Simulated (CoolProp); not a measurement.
Vapour-liquid equilibrium of o-xylene (1) + n-undecane (2) at 0.667 MPa; x and y are mole fractions of (1).

Computed with CoolProp (multi-fluid Helmholtz-energy mixture model, Zhou 2012 and Aleksandrov 2011; pair parameters Bell 2016).

Problem. Give the bubble temperature and the first vapour's composition at x = 0.2, 0.35, 0.8. Is there an azeotrope?

Solution. x = 0.2: 550.7 K, y = 0.324; x = 0.35: 540.8 K, y = 0.522; x = 0.8: 515.4 K, y = 0.903. No azeotrope shows between x = 0.05 and 0.95.

Pair parameters are fitted to limited data, so mixtures are less certain than the pure fluids.
